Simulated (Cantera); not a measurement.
A Cantera script and what it prints.

```python
import numpy as np
import cantera as ct

gas_names = """
    C CN CO CO2 C2 CCN CNC C2N2 C2O C3 C3O2 C4 C4N2 C5 N NCO NO NO2 NO3 N2 N2O O O2 O3 Si SiC SiC2 SiN
    SiO SiO2 Si2 Si2C Si2N Si3
""".split()
cond_names = """
    C(gr) Si(cr) Si(L) SiC(b) SiO2(Lqz) SiO2(hqz) SiO2(L) Si2N2O(s) Si3N4(a)
""".split()


# ... load() reads the species with a 1 bar reference pressure and builds the phases ...
atoms = {
    'SiO2': {'Si': 1, 'O': 2},
    'CO': {'C': 1, 'O': 1},
    'N2': {'N': 2},
}
top_T = {'C(gr)': 4500, 'SiC(b)': 3050, 'Si2N2O(s)': 2100, 'Si3N4(a)': 2400}  # K; cautious upper limits of use, not melting points


# ... equilibrate(T, P, feed) seeds the gas with the atoms and calls Mixture.equilibrate('TP', solver="vcs", rtol=1e-11, max_steps=5000) ...
results = []
feed = {'SiO2': 1, 'CO': 18, 'N2': 2.5}  # mol
P = 170000  # Pa
for T in [1348, 1448, 1548, 1648, 1748, 1848, 1948, 2048, 2148, 2248]:
    mix = equilibrate(T, P, feed)
    results.append((T, P, feed, dict(zip(mix.species_names, mix.species_moles))))

top = {s: max(r[3][s] / sum(r[3][g] for g in gas_names) for r in results) for s in gas_names}
cols = sorted((s for s in top if top[s] > 1e-05), key=lambda s: -top[s])[:8]
seen = [c for c in cond_names if any(r[3].get(c, 0) > 1e-12 for r in results)]
print("log10 of partial pressures in bar; condensed amounts in mol")
print(f"{'T/K':>10s}" + "".join(f"{s[:9]:>10s}" for s in cols + seen))
for T, P, feed, n in results:
    ng = sum(n[g] for g in gas_names)
    print(f"{T:10.4g}" + "".join(f"{np.log10(max(n[s] / ng * P / 1e5, 1e-99)):10.3f}" for s in cols)
          + "".join(f"{n.get(c, 0):10.4g}" for c in seen))
```

Output:

```
log10 of partial pressures in bar; condensed amounts in mol
       T/K        CO        N2       SiO       CO2     C(gr) SiO2(hqz)   SiO2(L)
      1348     0.172    -0.682    -8.835    -2.182     0.079         1         0
      1448     0.173    -0.683    -7.020    -2.625   0.02858         1         0
      1548     0.174    -0.683    -5.445    -3.009   0.01177         1         0
      1648     0.174    -0.683    -4.066    -3.344   0.00442     0.999         0
      1748     0.174    -0.684    -3.249    -3.249         0         0    0.9932
      1848     0.173    -0.684    -2.847    -2.847         0         0    0.9828
      1948     0.172    -0.684    -2.488    -2.488         0         0    0.9607
      2048     0.170    -0.685    -2.166    -2.166         0         0    0.9174
      2148     0.167    -0.687    -1.877    -1.877         0         0    0.8386
      2248     0.161    -0.690    -1.616    -1.616         0         0    0.7036
```

Equilibrium computed with Cantera from the NASA thermochemical tables; the gas is ideal and each condensed phase is pure. The tables hold silica as quartz up to 1696 K and as liquid above; real silica turns to tridymite and cristobalite and melts near 1996 K.
